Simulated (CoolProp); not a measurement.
Ethanol at several states: density (kg/m³) from the reference equation and from simpler models built on Tc = 241.6 °C, pc = 6.268 MPa, ω = 0.644; each cubic takes its own stable root.

Model: reference Helmholtz-energy equation of state, Schroeder 2014, in CoolProp.

```csv
T (°C),p (MPa),phase,reference
72.35,31,liquid,773.3
65.45,3.77,liquid,753.1
109.25,0.052,gas,0.7616
101.65,0.0147,gas,0.2180
94.15,35.1,liquid,759.3
-21.05,0.97,liquid,824.9
```

Task: How far does each simpler model (Redlich-Kwong, Soave-Redlich-Kwong) lie from the reference over these 6 states: mean and median of the absolute difference, and the worst?

Result: 
- Redlich-Kwong: mean 13.9 %, median 20.1 %, worst -21.9 % at 65.45 °C and 3.77 MPa
- Soave-Redlich-Kwong: mean 10.5 %, median 15.3 %, worst -16.2 % at 94.15 °C and 35.1 MPa
